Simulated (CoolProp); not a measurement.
Carbon dioxide along the isotherm 309.3 K: fugacity coefficient from the reference equation and from simpler models built on Tc = 304.1 K, pc = 73.77 bar, ω = 0.224; each cubic takes its own stable root.

Model: reference Helmholtz-energy equation of state, Span 1996, in CoolProp.

| p (bar) | phase | reference | Redlich-Kwong | Soave-Redlich-Kwong |
|---|---|---|---|---|
| 92.2 | supercritical | 0.5909 | 0.5951 | 0.6000 |
| 184 | supercritical | 0.3626 | 0.3764 | 0.3806 |
| 277 | supercritical | 0.2885 | 0.3051 | 0.3087 |
| 369 | supercritical | 0.2563 | 0.2746 | 0.2781 |
| 461 | supercritical | 0.2411 | 0.2611 | 0.2645 |
| 553 | supercritical | 0.2351 | 0.2569 | 0.2603 |
| 646 | supercritical | 0.2349 | 0.2586 | 0.2622 |
| 738 | supercritical | 0.2388 | 0.2647 | 0.2684 |
